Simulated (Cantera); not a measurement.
Input: 1 mol Si, 3.5 mol HCl, 14 mol H2, equilibrated at 100000 Pa.

These are equilibrium values from Cantera (NASA tables, ideal gas, pure condensed phases), not measurements of a reactor. Candidate condensed phases: Si; 19 gas species. Rates play no part. All values below are at 600 K.

Base state: H2 0.939, SiCl4 0.0315, SiHCl3 0.0278, SiH2Cl2 0.00123, HCl 2.92e-5, SiH3Cl 1.06e-5 (mole fractions); condensed: gas only.

Q: What changes in the equilibrium state with this change: HCl from 3.5 to 1.5 mol?

A: 
| species | before | after |
|---|---|---|
| H2 | 0.939 | 0.971 |
| SiHCl3 | 0.0278 | 0.0150 |
| SiCl4 | 0.0315 | 0.0132 |
| SiH2Cl2 | 0.00123 | 0.000858 |
| HCl | 2.92e-5 | 2.34e-5 |
| Si(s), mol | 0 | 0.562 |
